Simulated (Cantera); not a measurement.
Feed: 1 mol CsCl, 0.36 mol H2O, a varied amount of N2, at 1848.15 K and 0.0720 bar.

Cantera equilibrium calculation (NASA polynomials, part measured and part estimated; ideal gas, pure solids and liquids). Candidate condensed phases: Cs, CsCl, CsOH, H2O, NH4Cl; 37 gas species. Rates play no part.

x: gas mole fraction; nothing condenses.

```json
[
 {"n(N2) (mol)": "2.4", "x N2": "0.638", "x CsCl": "0.262", "x H2O": "0.0912", "x HCl": "?", "x CsOH": "0.00277"},
 {"n(N2) (mol)": "3.7", "x N2": "0.730", "x CsCl": "0.195", "x H2O": "0.0677", "x HCl": "?", "x CsOH": "0.00202"},
 {"n(N2) (mol)": "5.7", "x N2": "0.807", "x CsCl": "0.140", "x H2O": "0.0484", "x HCl": "?", "x CsOH": "0.00142"},
 {"n(N2) (mol)": "8.8", "x N2": "0.865", "x CsCl": "0.0969", "x H2O": "0.0335", "x HCl": "?", "x CsOH": "0.000956"},
 {"n(N2) (mol)": "13", "x N2": "0.905", "x CsCl": "0.0686", "x H2O": "0.0237", "x HCl": "?", "x CsOH": "0.000653"},
 {"n(N2) (mol)": "21", "x N2": "0.939", "x CsCl": "0.0440", "x H2O": "0.0151", "x HCl": "?", "x CsOH": "0.000398"},
 {"n(N2) (mol)": "31", "x N2": "0.958", "x CsCl": "0.0304", "x H2O": "0.0104", "x HCl": "?", "x CsOH": "0.000260"},
 {"n(N2) (mol)": "48", "x N2": "0.972", "x CsCl": "0.0199", "x H2O": "0.00678", "x HCl": "?", "x CsOH": "0.000159"},
 {"n(N2) (mol)": "74", "x N2": "0.982", "x CsCl": "0.0130", "x H2O": "0.00441", "x HCl": "?", "x CsOH": "9.59e-5"},
 {"n(N2) (mol)": "110", "x N2": "0.988", "x CsCl": "0.00879", "x H2O": "0.00296", "x HCl": "?", "x CsOH": "5.95e-5"}
]
```

Task: Some entries are withheld; supply them.

Result: 
- 2.4, x HCl: 0.00320
- 3.7, x HCl: 0.00242
- 5.7, x HCl: 0.00177
- 8.8, x HCl: 0.00126
- 13, x HCl: 0.000923
- 21, x HCl: 0.000622
- 31, x HCl: 0.000451
- 48, x HCl: 0.000315
- 74, x HCl: 0.000222
- 110, x HCl: 0.000162
